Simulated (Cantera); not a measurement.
Input: 1 mol Al, 0.56 mol NH3, 14 mol N2, 0.13 mol CO2, held at 0.00930 bar.

Method: chemical equilibrium by Gibbs-energy minimisation in Cantera with the NASA 1993 tables (ideal gas, pure condensed phases). Candidate condensed phases: Al, AlN, Al2O3, C, C6H6, C7H8, C8H18, H2O; 148 gas species. Mutual solubility and eutectic melting of coexisting phases are not modelled. Condensed phases not in the tables: aluminium oxynitride. Equilibrium is a limit: real reactors are often held back by kinetics, nucleation or transport.

x: gas mole fraction; n: condensed amount in mol.

```json
[
 {"T (K)": "1100", "x N2": "0.943", "x H2": "0.0571", "x CO": "0.000385", "x Al": "<1e-12", "n AlN(s)": "0.830", "n Al2O3(s)": "0.0848", "n C(graphite)": "0.124"},
 {"T (K)": "1200", "x N2": "0.940", "x H2": "0.0570", "x CO": "0.00317", "x Al": "<1e-12", "n AlN(s)": "0.858", "n Al2O3(s)": "0.0711", "n C(graphite)": "0.0830"},
 {"T (K)": "1300", "x N2": "0.934", "x H2": "0.0568", "x CO": "0.00877", "x Al": "…", "n AlN(s)": "0.913", "n Al2O3(s)": "0.0434", "n C(graphite)": "0"},
 {"T (K)": "1400", "x N2": "0.934", "x H2": "0.0568", "x CO": "0.00878", "x Al": "…", "n AlN(s)": "0.913", "n Al2O3(s)": "0.0434", "n C(graphite)": "0"},
 {"T (K)": "1500", "x N2": "0.934", "x H2": "0.0568", "x CO": "0.00878", "x Al": "…", "n AlN(s)": "0.913", "n Al2O3(s)": "0.0434", "n C(graphite)": "0"},
 {"T (K)": "1600", "x N2": "0.934", "x H2": "0.0567", "x CO": "0.00878", "x Al": "…", "n AlN(s)": "0.913", "n Al2O3(s)": "0.0434", "n C(graphite)": "0"},
 {"T (K)": "1700", "x N2": "0.934", "x H2": "0.0566", "x CO": "0.00878", "x Al": "…", "n AlN(s)": "0.913", "n Al2O3(s)": "0.0433", "n C(graphite)": "0"},
 {"T (K)": "1800", "x N2": "0.934", "x H2": "0.0563", "x CO": "0.00878", "x Al": "…", "n AlN(s)": "0.906", "n Al2O3(s)": "0.0429", "n C(graphite)": "0"},
 {"T (K)": "1900", "x N2": "0.929", "x H2": "0.0553", "x CO": "0.00871", "x Al": "…", "n AlN(s)": "0.834", "n Al2O3(s)": "0.0355", "n C(graphite)": "0"}
]
```

### Question
What belongs in the gaps?

### Answer

- 1300, x Al: 2.72e-11
- 1400, x Al: 1.85e-9
- 1500, x Al: 7.13e-8
- 1600, x Al: 1.73e-6
- 1700, x Al: 2.87e-5
- 1800, x Al: 0.000347
- 1900, x Al: 0.00322
